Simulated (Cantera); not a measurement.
Cantera run:

```python
import numpy as np
import cantera as ct

gas_names = """
    CL CL2 H HCL H2 Si SiCL SiCL2 SiCL3 SiCL4 SiH SiHCL3 SiH2 SiH2CL2 SiH3 SiH3CL SiH4 Si2 Si3
""".split()
cond_names = """
    Si(cr) Si(L)
""".split()


def load(file, names, dense=False):
    # The tables refer to 1 bar. Condensed volumes are neglected.
    table = {s.name: s for s in ct.Species.list_from_file(file)}
    out = []
    for n in names:
        d = dict(table[n].input_data)
        d["thermo"] = dict(d["thermo"], **{"reference-pressure": 1e5})
        if dense:
            d["equation-of-state"] = {"model": "constant-volume", "density": "1e6 g/cm^3"}
        out.append(ct.Species.from_dict(d))
    return out


gas = ct.Solution(thermo="ideal-gas", species=load("nasa_gas.yaml", gas_names))
cond = {s.name: ct.Solution(thermo="fixed-stoichiometry", species=[s], name=s.name)
        for s in load("nasa_condensed.yaml", cond_names, dense=True)}
atoms = {
    'Si2H6': {'Si': 2, 'H': 6},
    'HCl': {'H': 1, 'CL': 1},
    'H2': {'H': 2},
}
top_T = {}  # K; cautious upper limits of use, not melting points


def equilibrate(T, P, feed):
    n = {}
    for name, mol in feed.items():
        for a, k in atoms[name].items():
            n[a] = n.get(a, 0.0) + k * mol
    gas.TPX = T, P, n
    mass = sum(n.values()) * gas.mean_molecular_weight
    gas.equilibrate("TP")
    valid = [c for c in cond.values() if c.min_temp <= T <= top_T.get(c.name, c.max_temp)]
    mix = ct.Mixture([(gas, mass / gas.mean_molecular_weight)] + [(c, 0.0) for c in valid])
    mix.T, mix.P = T, P
    mix.equilibrate("TP", solver="vcs", rtol=1e-11, max_steps=5000)
    return mix


results = []
feed = {'Si2H6': 1, 'HCl': 2.7, 'H2': 230}  # mol
T = 1248.15  # K
P = 580  # Pa
mix = equilibrate(T, P, feed)
results.append((T, P, feed, dict(zip(mix.species_names, mix.species_moles))))
x = sorted(zip(gas.X, gas.species_names), reverse=True)
print(f"T = {T:g} K  P = {P:g} Pa  gas = {mix.phase_moles(0):.4g} mol")
print("   x: " + "  ".join(f"{s} {v:.3e}" for v, s in x if v > 1e-05))
print("   condensed (mol): " + ("  ".join(f"{mix.phase(i).name} {mix.phase_moles(i):.4g}"
      for i in range(1, mix.n_phases) if mix.phase_moles(i) > 1e-12) or "none"))
```

Result:

```
T = 1248.15 K  P = 580 Pa  gas = 235.7 mol
   x: H2 9.889e-01  HCL 1.084e-02  SiCL2 2.982e-04
   condensed (mol): Si(cr) 1.928
```

Method: chemical equilibrium by Gibbs-energy minimisation in Cantera with the NASA 1993 tables (ideal gas, pure condensed phases). The feed counts by its element totals alone.
